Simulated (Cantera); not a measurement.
Cantera run:

```python
import numpy as np
import cantera as ct

gas_names = """
    C CH CH2 CH3 CH2OH CH3O CH4 CH3OH CN CO CO2 COOH C2 C2H CHCO,ketyl C2H2,acetylene C2H2,vinylidene
    CH2CO,ketene C2H3,vinyl CH3CN CH3CO,acetyl C2H4 C2H4O,ethylen CH3CHO,ethanal CH3COOH (HCOOH)2 C2H5
    C2H6 CH3OCH3 C2H5OH CCN CNC C2N2 C2O C3 C3H3,propargyl C3H4,allene C3H4,propyne C3H4,cyclo-
    C3H5,allyl C3H6,propylene C3H6,cyclo- C3H6O C3H7,n-propyl C3H7,i-propyl C3H8 C3H8O,1propanol
    C3H8O,2propanol C3O2 C4 C4H2 C4H4,1,3-cyclo- C4H6,butadiene C4H6,2-butyne C4H6,cyclo- C4H8,1-butene
    C4H8,cis2-buten C4H8,tr2-butene C4H8,isobutene C4H8,cyclo- (CH3COOH)2 C4H9,n-butyl C4H9,i-butyl
    C4H9,s-butyl C4H9,t-butyl C4H10,isobutane C4H10,n-butane C4N2 C5 C5H6,1,3cyclo- C5H8,cyclo-
    C5H10,1-pentene C5H10,cyclo- C5H11,pentyl C5H11,t-pentyl C5H12,n-pentane C5H12,i-pentane
    CH3C(CH3)2CH3 C6H2 C6H5,phenyl C6H5O,phenoxy C6H6 C6H5OH,phenol C6H10,cyclo- C6H12,1-hexene
    C6H12,cyclo- C6H13,n-hexyl C7H7,benzyl C7H8 C7H8O,cresol C7H14,1-heptene C7H15,n-heptyl
    C7H16,n-heptane C8H8,styrene C8H10,ethylbenz C8H16,1-octene C8H17,n-octyl C8H18,isooctane
    C8H18,n-octane C9H19,n-nonyl C10H8,naphthale C10H21,n-decyl C12H9,o-bipheny C12H10,bipheny H HCN HCO
    HCCN HNC HNCO HNO HNO2 HNO3 HO2 H2 HCHO,formaldehy HCOOH H2O H2O2 N NCO NH NH2 NH3 NH2OH NO NO2 NO3
    N2 N2H2 N2H4 N2O O OH O2 O3 Si SiC SiC2 SiC4H12 SiH SiH2 SiH3 SiH4 SiN SiO SiO2 Si2 Si2C Si2N Si3
""".split()
cond_names = """
    C(gr) C6H6(L) C7H8(L) C8H18(L),n-octa H2O(s) H2O(L) Si(cr) Si(L) SiC(b) SiO2(Lqz) SiO2(hqz) SiO2(L)
    Si2N2O(s) Si3N4(a)
""".split()


def load(file, names, dense=False):
    # The tables refer to 1 bar. Condensed volumes are neglected.
    table = {s.name: s for s in ct.Species.list_from_file(file)}
    out = []
    for n in names:
        d = dict(table[n].input_data)
        d["thermo"] = dict(d["thermo"], **{"reference-pressure": 1e5})
        if dense:
            d["equation-of-state"] = {"model": "constant-volume", "density": "1e6 g/cm^3"}
        out.append(ct.Species.from_dict(d))
    return out


gas = ct.Solution(thermo="ideal-gas", species=load("nasa_gas.yaml", gas_names))
cond = {s.name: ct.Solution(thermo="fixed-stoichiometry", species=[s], name=s.name)
        for s in load("nasa_condensed.yaml", cond_names, dense=True)}
atoms = {
    'SiC': {'Si': 1, 'C': 1},
    'H2O': {'H': 2, 'O': 1},
    'N2': {'N': 2},
    'O2': {'O': 2},
}
top_T = {'C(gr)': 4500, 'SiC(b)': 3050, 'Si2N2O(s)': 2100, 'Si3N4(a)': 2400}  # K; cautious upper limits of use, not melting points


def equilibrate(T, P, feed):
    n = {}
    for name, mol in feed.items():
        for a, k in atoms[name].items():
            n[a] = n.get(a, 0.0) + k * mol
    gas.TPX = T, P, n
    mass = sum(n.values()) * gas.mean_molecular_weight
    gas.equilibrate("TP")
    valid = [c for c in cond.values() if c.min_temp <= T <= top_T.get(c.name, c.max_temp)]
    mix = ct.Mixture([(gas, mass / gas.mean_molecular_weight)] + [(c, 0.0) for c in valid])
    mix.T, mix.P = T, P
    mix.equilibrate("TP", solver="vcs", rtol=1e-11, max_steps=5000)
    return mix


results = []
feed = {'SiC': 1, 'H2O': 0.033, 'N2': 2.6, 'O2': 0.012}  # mol
T = 1900  # K
P = 13332.2  # Pa
mix = equilibrate(T, P, feed)
results.append((T, P, feed, dict(zip(mix.species_names, mix.species_moles))))
print(gas.report(threshold=1e-06))
for i in range(1, mix.n_phases):
    print(f"{mix.phase(i).name:16s} {mix.phase_moles(i):12.5e} mol")
```

It prints:

```
       temperature   1900 K
          pressure   13332 Pa
           density   0.023492 kg/m^3
  mean mol. weight   27.836 kg/kmol
   phase of matter   gas

                          1 kg             1 kmol
                     ---------------   ---------------
          enthalpy        1.8127e+06        5.0459e+07  J
   internal energy        1.2452e+06        3.4661e+07  J
           entropy            9626.5        2.6797e+05  J/K
    Gibbs function       -1.6478e+07       -4.5868e+08  J
 heat capacity c_p            1286.2             35804  J/K
 heat capacity c_v            987.54             27490  J/K

                      mass frac. Y      mole frac. X     chem. pot. / RT
                     ---------------   ---------------   ---------------
                CO          0.011221          0.011152           -41.037
                 H        8.6641e-06        0.00023926           -12.873
               HCN        9.7584e-05        0.00010051           -32.289
               HNC        4.5807e-06        4.7181e-06           -32.289
                H2        0.00087777           0.01212           -25.746
                N2           0.97355           0.96738           -28.817
                Si        3.7192e-05        3.6863e-05           -6.5321
               SiH        1.3443e-06        1.2862e-06           -19.405
               SiN        6.7014e-06        4.4318e-06           -20.941
               SiO          0.014184         0.0089563           -42.561
              Si2N        6.3008e-06        2.4993e-06           -27.473
     [ +140 minor]        2.2833e-06        1.1888e-06

C(gr)             0.00000e+00 mol
Si(L)             0.00000e+00 mol
SiC(b)            9.69780e-01 mol
SiO2(L)           0.00000e+00 mol
Si2N2O(s)         3.02248e-03 mol
Si3N4(a)          0.00000e+00 mol
```

Equilibrium computed with Cantera from the NASA thermochemical tables; the gas is ideal and each condensed phase is pure. Mutual solubility and eutectic melting of coexisting phases are not modelled.
